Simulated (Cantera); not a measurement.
## Thermodynamics of calcination and drying, feed Mg(OH)2 + H2 + CO2

Input: 1 mol Mg(OH)2, 0.4 mol H2, 1.6 mol CO2, equilibrated at 1 atm.

Method: chemical equilibrium by Gibbs-energy minimisation in Cantera with the NASA 1993 tables (ideal gas, pure condensed phases). Candidate condensed phases: C, C6H6, C7H8, C8H18, H2O, Mg, MgCO3, MgO, Mg(OH)2; 116 gas species. Kinetics and transport are ignored.

```json
[
 {"T (K)": "550", "x H2O": "0.655", "x CO2": "0.279", "x CO": "0.000107", "x H2": "0.0145", "x CH4": "0.0515", "x H": "<1e-12", "n MgCO3(s)": "1.00", "n MgO(s)": "0"},
 {"T (K)": "625", "x H2O": "0.630", "x CO2": "0.282", "x CO": "0.000944", "x H2": "0.0438", "x CH4": "0.0431", "x H": "<1e-12", "n MgCO3(s)": "1.00", "n MgO(s)": "0"},
 {"T (K)": "700", "x H2O": "0.388", "x CO2": "0.526", "x CO": "0.00857", "x H2": "0.0596", "x CH4": "0.0175", "x H": "<1e-12", "n MgCO3(s)": "0", "n MgO(s)": "1.00"},
 {"T (K)": "775", "x H2O": "0.371", "x CO2": "0.509", "x CO": "0.0247", "x H2": "0.0909", "x CH4": "0.00475", "x H": "<1e-12", "n MgCO3(s)": "0", "n MgO(s)": "1.00"},
 {"T (K)": "850", "x H2O": "0.374", "x CO2": "0.494", "x CO": "0.0398", "x H2": "0.0921", "x CH4": "0.000375", "x H": "6.18e-12", "n MgCO3(s)": "0", "n MgO(s)": "1.00"},
 {"T (K)": "925", "x H2O": "0.384", "x CO2": "0.482", "x CO": "0.0510", "x H2": "0.0822", "x CH4": "2.55e-5", "x H": "7.42e-11", "n MgCO3(s)": "0", "n MgO(s)": "1.00"},
 {"T (K)": "1000", "x H2O": "0.394", "x CO2": "0.473", "x CO": "0.0607", "x H2": "0.0726", "x CH4": "2.29e-6", "x H": "6.08e-10", "n MgCO3(s)": "0", "n MgO(s)": "1.00"},
 {"T (K)": "1075", "x H2O": "0.402", "x CO2": "0.464", "x CO": "0.0690", "x H2": "0.0643", "x CH4": "2.67e-7", "x H": "3.70e-9", "n MgCO3(s)": "0", "n MgO(s)": "1.00"},
 {"T (K)": "1150", "x H2O": "0.409", "x CO2": "0.457", "x CO": "0.0761", "x H2": "0.0573", "x CH4": "3.93e-8", "x H": "1.77e-8", "n MgCO3(s)": "0", "n MgO(s)": "1.00"},
 {"T (K)": "1225", "x H2O": "0.415", "x CO2": "0.451", "x CO": "0.0820", "x H2": "0.0514", "x CH4": "7.09e-9", "x H": "7.02e-8", "n MgCO3(s)": "0", "n MgO(s)": "1.00"},
 {"T (K)": "1300", "x H2O": "0.420", "x CO2": "0.446", "x CO": "0.0869", "x H2": "0.0464", "x CH4": "1.52e-9", "x H": "2.37e-7", "n MgCO3(s)": "0", "n MgO(s)": "1.00"},
 {"T (K)": "1375", "x H2O": "0.424", "x CO2": "0.442", "x CO": "0.0911", "x H2": "0.0423", "x CH4": "3.81e-10", "x H": "7.00e-7", "n MgCO3(s)": "0", "n MgO(s)": "1.00"},
 {"T (K)": "1450", "x H2O": "0.428", "x CO2": "0.439", "x CO": "0.0946", "x H2": "0.0388", "x CH4": "1.09e-10", "x H": "1.85e-6", "n MgCO3(s)": "0", "n MgO(s)": "1.00"}
]
```
x: gas mole fraction; n: condensed amount in mol.

From 550 K to 625 K the condensed part is MgCO3(s). From 700 K to 1450 K the condensed part is MgO(s).
